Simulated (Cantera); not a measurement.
A perfectly stirred reactor is fed with 3.50 % CH₄, 2.03 % C₂H₆, 19.9 % O₂, 74.6 % N₂, equivalence ratio 0.71, at 760 Torr; it is adiabatic with a 650 K inlet, and is followed from long to short residence time, starting on the burning branch (τ in s: 0.066, 0.03, 0.014, 0.0063, 0.0029, 0.0013, 0.00061, 0.00028, 0.00013, 5.9e-05, 2.7e-05).

Cantera simulation using GRI-Mech 3.0 (53 species, 325 reactions); the numbers are that mechanism's predictions, not measurements.

One state of this run: T (K) = 2113; x CH₄ = 4.26e-6; x C₂H₆ = 4.19e-7; x O₂ = 0.0570; x NO = 0.000379; x CH₂CO = 4.38e-7; x CH₃ = 2.24e-6; x N₂O = 3.70e-7. x: mole fraction; the columns are a selection and need not sum to one.

**Question.** Which value of τ (s) does it belong to?
(A) 0.030
(B) 0.014
(C) 0.00028
(D) 0.00013

**Answer.** A, 0.030
